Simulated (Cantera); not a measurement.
A Cantera script and what it prints.

```python
import numpy as np
import cantera as ct

gas_names = """
    C CH CH2 CH3 CH2OH CH3O CH4 CH3OH CO CO2 COOH C2 C2H CHCO,ketyl C2H2,acetylene C2H2,vinylidene
    CH2CO,ketene C2H3,vinyl CH3CO,acetyl C2H4 C2H4O,ethylen CH3CHO,ethanal CH3COOH (HCOOH)2 C2H5 C2H6
    CH3OCH3 C2H5OH C2O C3 C3H3,propargyl C3H4,allene C3H4,propyne C3H4,cyclo- C3H5,allyl C3H6,propylene
    C3H6,cyclo- C3H6O C3H7,n-propyl C3H7,i-propyl C3H8 C3H8O,1propanol C3H8O,2propanol C3O2 C4 C4H2
    C4H4,1,3-cyclo- C4H6,butadiene C4H6,2-butyne C4H6,cyclo- C4H8,1-butene C4H8,cis2-buten
    C4H8,tr2-butene C4H8,isobutene C4H8,cyclo- (CH3COOH)2 C4H9,n-butyl C4H9,i-butyl C4H9,s-butyl
    C4H9,t-butyl C4H10,isobutane C4H10,n-butane C5 C5H6,1,3cyclo- C5H8,cyclo- C5H10,1-pentene
    C5H10,cyclo- C5H11,pentyl C5H11,t-pentyl C5H12,n-pentane C5H12,i-pentane CH3C(CH3)2CH3 C6H2
    C6H5,phenyl C6H5O,phenoxy C6H6 C6H5OH,phenol C6H10,cyclo- C6H12,1-hexene C6H12,cyclo- C6H13,n-hexyl
    C7H7,benzyl C7H8 C7H8O,cresol C7H14,1-heptene C7H15,n-heptyl C7H16,n-heptane C8H8,styrene
    C8H10,ethylbenz C8H16,1-octene C8H17,n-octyl C8H18,isooctane C8H18,n-octane C9H19,n-nonyl
    C10H8,naphthale C10H21,n-decyl C12H9,o-bipheny C12H10,bipheny H HCO HO2 H2 HCHO,formaldehy HCOOH H2O
    H2O2 O OH O2 O3 Ta TaO TaO2
""".split()
cond_names = """
    C(gr) C6H6(L) C7H8(L) C8H18(L),n-octa H2O(s) H2O(L) Ta(cr) Ta(L) TaC(s) TaC(L) Ta2O5(s) Ta2O5(L)
""".split()


def load(file, names, dense=False):
    # The tables refer to 1 bar. Condensed volumes are neglected.
    table = {s.name: s for s in ct.Species.list_from_file(file)}
    out = []
    for n in names:
        d = dict(table[n].input_data)
        d["thermo"] = dict(d["thermo"], **{"reference-pressure": 1e5})
        if dense:
            d["equation-of-state"] = {"model": "constant-volume", "density": "1e6 g/cm^3"}
        out.append(ct.Species.from_dict(d))
    return out


gas = ct.Solution(thermo="ideal-gas", species=load("nasa_gas.yaml", gas_names))
cond = {s.name: ct.Solution(thermo="fixed-stoichiometry", species=[s], name=s.name)
        for s in load("nasa_condensed.yaml", cond_names, dense=True)}
atoms = {
    'Ta2O5': {'Ta': 2, 'O': 5},
    'CH4': {'C': 1, 'H': 4},
    'CO': {'C': 1, 'O': 1},
}
top_T = {'C(gr)': 4500}  # K; cautious upper limits of use, not melting points


def equilibrate(T, P, feed):
    n = {}
    for name, mol in feed.items():
        for a, k in atoms[name].items():
            n[a] = n.get(a, 0.0) + k * mol
    gas.TPX = T, P, n
    mass = sum(n.values()) * gas.mean_molecular_weight
    gas.equilibrate("TP")
    valid = [c for c in cond.values() if c.min_temp <= T <= top_T.get(c.name, c.max_temp)]
    mix = ct.Mixture([(gas, mass / gas.mean_molecular_weight)] + [(c, 0.0) for c in valid])
    mix.T, mix.P = T, P
    mix.equilibrate("TP", solver="vcs", rtol=1e-11, max_steps=5000)
    return mix


results = []
feed = {'Ta2O5': 1, 'CH4': 0.8, 'CO': 0.094}  # mol
P = 650000  # Pa
for T in [1523, 1573, 1623, 1673, 1723, 1773, 1823, 1873, 1923, 1973, 2023, 2073, 2123]:
    mix = equilibrate(T, P, feed)
    results.append((T, P, feed, dict(zip(mix.species_names, mix.species_moles))))
    x = sorted(zip(gas.X, gas.species_names), reverse=True)
    print(f"T = {T:g} K  P = {P:g} Pa  gas = {mix.phase_moles(0):.4g} mol")
    print("   x: " + "  ".join(f"{s} {v:.3e}" for v, s in x if v > 0.001))
    print("   condensed (mol): " + ("  ".join(f"{mix.phase(i).name} {mix.phase_moles(i):.4g}"
          for i in range(1, mix.n_phases) if mix.phase_moles(i) > 1e-12) or "none"))
```

It prints:

```
T = 1523 K  P = 650000 Pa  gas = 2.25 mol
   x: H2 7.003e-01  CO 2.913e-01  H2O 4.676e-03  CH4 3.036e-03
   condensed (mol): TaC(s) 0.2301  Ta2O5(s) 0.885
T = 1573 K  P = 650000 Pa  gas = 2.255 mol
   x: H2 7.011e-01  CO 2.915e-01  H2O 5.028e-03  CH4 1.611e-03
   condensed (mol): TaC(s) 0.2312  Ta2O5(s) 0.8844
T = 1623 K  P = 650000 Pa  gas = 2.258 mol
   x: H2 7.014e-01  CO 2.916e-01  H2O 5.373e-03
   condensed (mol): TaC(s) 0.2319  Ta2O5(s) 0.884
T = 1673 K  P = 650000 Pa  gas = 2.259 mol
   x: H2 7.014e-01  CO 2.916e-01  H2O 5.713e-03
   condensed (mol): TaC(s) 0.2324  Ta2O5(s) 0.8838
T = 1723 K  P = 650000 Pa  gas = 2.26 mol
   x: H2 7.013e-01  CO 2.916e-01  H2O 6.048e-03
   condensed (mol): TaC(s) 0.2327  Ta2O5(s) 0.8836
T = 1773 K  P = 650000 Pa  gas = 2.26 mol
   x: H2 7.011e-01  CO 2.915e-01  H2O 6.378e-03
   condensed (mol): TaC(s) 0.233  Ta2O5(s) 0.8835
T = 1823 K  P = 650000 Pa  gas = 2.26 mol
   x: H2 7.008e-01  CO 2.915e-01  H2O 6.702e-03
   condensed (mol): TaC(s) 0.2333  Ta2O5(s) 0.8834
T = 1873 K  P = 650000 Pa  gas = 2.26 mol
   x: H2 7.006e-01  CO 2.914e-01  H2O 7.020e-03
   condensed (mol): TaC(s) 0.2335  Ta2O5(s) 0.8832
T = 1923 K  P = 650000 Pa  gas = 2.26 mol
   x: H2 7.003e-01  CO 2.913e-01  H2O 7.332e-03
   condensed (mol): TaC(s) 0.2337  Ta2O5(s) 0.8831
T = 1973 K  P = 650000 Pa  gas = 2.26 mol
   x: H2 6.999e-01  CO 2.913e-01  H2O 7.638e-03
   condensed (mol): TaC(s) 0.2339  Ta2O5(s) 0.883
T = 2023 K  P = 650000 Pa  gas = 2.26 mol
   x: H2 6.995e-01  CO 2.912e-01  H2O 7.937e-03
   condensed (mol): TaC(s) 0.2341  Ta2O5(s) 0.8829
T = 2073 K  P = 650000 Pa  gas = 2.261 mol
   x: H2 6.991e-01  CO 2.911e-01  H2O 8.170e-03
   condensed (mol): TaC(s) 0.2343  Ta2O5(L) 0.8829
T = 2123 K  P = 650000 Pa  gas = 2.261 mol
   x: H2 6.988e-01  CO 2.911e-01  H2O 8.256e-03  H 1.176e-03
   condensed (mol): TaC(s) 0.2343  Ta2O5(L) 0.8828
```

Method: chemical equilibrium by Gibbs-energy minimisation in Cantera with the NASA 1993 tables (ideal gas, pure condensed phases). Mutual solubility and eutectic melting of coexisting phases are not modelled. TaC: taken at fixed stoichiometry. Condensed phases not in the tables: Ta2C.
